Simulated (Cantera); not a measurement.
Cantera run, input and output.

```python
import numpy as np
import cantera as ct

gas = ct.Solution("gri30.yaml")


def delay(T, t_max=10):
    gas.TPX = T, 150000, {'CH4': 1, 'H2': 0.071, 'O2': 1.07, 'N2': 4.03}
    reactor = ct.IdealGasConstPressureReactor(gas, clone=False)
    net = ct.ReactorNet([reactor])
    net.rtol, net.atol = 1e-8, 1e-16
    while net.time < t_max:
        t_old, T_old = net.time, reactor.T
        net.step()
        if reactor.T > T + 400:  # ignition: a rise of 400 K
            return t_old + (T + 400 - T_old) / (reactor.T - T_old) * (net.time - t_old)
    return np.nan


taus = []
for T in [1123, 1173, 1223, 1273, 1323, 1373, 1423, 1473, 1523]:
    taus.append(delay(T))
    print(f"T0 = {T:6g} K   tau = {taus[-1]:.4e} s")
```

Output:

```
T0 =   1123 K   tau = 5.2850e-02 s
T0 =   1173 K   tau = 2.9832e-02 s
T0 =   1223 K   tau = 1.6741e-02 s
T0 =   1273 K   tau = 9.4253e-03 s
T0 =   1323 K   tau = 5.3547e-03 s
T0 =   1373 K   tau = 3.0830e-03 s
T0 =   1423 K   tau = 1.8062e-03 s
T0 =   1473 K   tau = 1.0812e-03 s
T0 =   1523 K   tau = 6.6390e-04 s
```

Model: GRI-Mech 3.0 (53 species, 325 reactions), integrated in Cantera.
